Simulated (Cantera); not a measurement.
Input: 1 mol Si, 5 mol F2, a varied amount of H2, equilibrated at 1198.15 K and 133 Pa.

These are equilibrium values from Cantera (NASA tables, ideal gas, pure condensed phases), not measurements of a reactor. Candidate condensed phases: Si; 25 gas species. Kinetics and transport are ignored.

**Question.** At 2.1 mol H2, list the 4 most abundant gas species with their mole fractions, and the condensed phases.

**Answer.** HF 0.600, F 0.257, SiF4 0.143, F2 0.000340. Condensed: gas only.
